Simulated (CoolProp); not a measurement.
Model: reference Helmholtz-energy equation of state, Lemmon 2006, in CoolProp. It is a short technical equation, of lower accuracy than the large ones.

Q: For n-decane, give the phase and the Z, cp (kJ/(kg K)), Joule-Thomson coefficient (K/MPa), isothermal compressibility (1/MPa) at 346.85 °C and 420 kPa.

A: 
- 346.85 °C and 420 kPa: gas; Z 0.926, cp 2.97, Joule-Thomson coefficient 9.11, isothermal compressibility 2.58
